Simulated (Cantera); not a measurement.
Standard-state values (1 bar) from the NASA 1993 polynomials, evaluated with Cantera. Values are per mole of reaction as written; species without (g) are pure solids or liquids, kept so even where they would boil at 1 bar.

2 CS₂(g) + 3 H₂(g) + 2 Ni₃S₄ = C₂H₆(g) + 6 NiS₂, with ΔH° = -503.8 kJ and ΔS° = -580.2 J/K at 300 K.

Task: How far is the shortcut ΔG° ≈ ΔH°(300 K) − T·ΔS°(300 K) from the full temperature-dependent value at 400, 425, 450, 475, 500, 525, 550, 575, 600 K?

Result: 
```
T (K)  shortcut (kJ)  full (kJ)  difference (kJ)  difference in log10 K
-----  -------------  ---------  ---------------  ---------------------
400           -271.8     -271.2             -0.5                   0.07
425           -257.3     -256.4             -0.9                   0.10
450           -242.8     -241.5             -1.2                   0.14
475           -228.3     -226.6             -1.7                   0.18
500           -213.8     -211.6             -2.2                   0.23
525           -199.3     -196.5             -2.8                   0.28
550           -184.8     -181.3             -3.4                   0.32
575           -170.2     -166.1             -4.1                   0.38
600           -155.7     -150.8             -4.9                   0.43
```
The shortcut ignores the heat-capacity change of the reaction.
